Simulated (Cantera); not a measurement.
# Pyrogenic steam for wet oxidation

A perfectly stirred reactor is fed with 7.72 % H2, 10.0 % O2, 82.2 % N2, at 0.168 atm; it is held at 1375 K, and followed from long to short residence time.

Detailed kinetics in Cantera: GRI-Mech 3.0 (53 species, 325 reactions). The temperature is held fixed by assumption; the heat of reaction is taken as removed at once.

```
τ (s)       x H2    x O2   x H2O       x O       x H     x NO
------  --------  ------  ------  --------  --------  -------
3.7      5.68e-5  0.0641  0.0801   7.21e-5   1.03e-5  1.57e-6
1.1     0.000127  0.0640  0.0799  0.000163   3.49e-5  1.18e-6
0.31    0.000293  0.0639  0.0795  0.000381  0.000124  1.13e-6
0.092   0.000642  0.0638  0.0788  0.000849  0.000413  1.58e-6
0.027    0.00138  0.0636  0.0772   0.00186   0.00134  2.81e-6
0.0078   0.00284  0.0636  0.0737   0.00393   0.00410  4.95e-6
0.0023   0.00521  0.0639  0.0671   0.00736    0.0104  6.75e-6
```
x: mole fraction; the columns are a selection and need not sum to one.
